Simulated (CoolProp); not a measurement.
A simple Rankine cycle with R245ca: condensing at 304.15 K, boiler at 2.22 MPa, turbine inlet 417.4 K, turbine efficiency 0.85, pump efficiency 0.6, no recuperator. Each further row changes one setting.

Model: reference Helmholtz-energy equation of state, Zhou 2016, in CoolProp.

```json
[
 {"case": "as stated", "thermal efficiency (%)": "16.2", "net work (kJ/kg)": "45.9", "heat in (kJ/kg)": "282", "turbine exit temperature (K)": "341.2", "volume ratio over the turbine": "?"},
 {"case": "turbine inlet 437.4 K", "thermal efficiency (%)": "16.3", "net work (kJ/kg)": "50.8", "heat in (kJ/kg)": "312", "turbine exit temperature (K)": "?", "volume ratio over the turbine": "?"},
 {"case": "condensing temperature 296.15 K", "thermal efficiency (%)": "17.4", "net work (kJ/kg)": "?", "heat in (kJ/kg)": "293", "turbine exit temperature (K)": "?", "volume ratio over the turbine": "28.7"},
 {"case": "boiler pressure 1.55 MPa", "thermal efficiency (%)": "14.9", "net work (kJ/kg)": "44.2", "heat in (kJ/kg)": "297", "turbine exit temperature (K)": "357.6", "volume ratio over the turbine": "?"},
 {"case": "turbine efficiency 0.75", "thermal efficiency (%)": "14.2", "net work (kJ/kg)": "40.2", "heat in (kJ/kg)": "282", "turbine exit temperature (K)": "346.8", "volume ratio over the turbine": "21.8"}
]
```

Task: Fill in the missing entries.

Result: 
- as stated, volume ratio over the turbine: 21.4
- turbine inlet 437.4 K, turbine exit temperature (K): 365.6
- turbine inlet 437.4 K, volume ratio over the turbine: 19.5
- condensing temperature 296.15 K, net work (kJ/kg): 51.0
- condensing temperature 296.15 K, turbine exit temperature (K): 335.4
- boiler pressure 1.55 MPa, volume ratio over the turbine: 13.0
